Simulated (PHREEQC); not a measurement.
## Metal-bearing waste water: an equilibrium model

Make-up at 25 °C: 0.1 mol/kgw CdCl2, 0.039 mol/kgw MgSO4, 0.085 mol/kgw HCl and 9.6e-05 mol/kgw NaCl. Closed to the air; pH follows from the charge balance.

All values are PHREEQC results (ion-association model, phreeqc.dat), not measurements.

Precipitation was switched off in this run.

### Question
Predict the pH, density, activity of water.

### Answer
pH 1.28; density 1.018 g/cm³; activity of water 0.993.

### Question
In which forms is Na present?

### Answer
Na+ 99 %, NaSO4- 1.4 % of the Na.
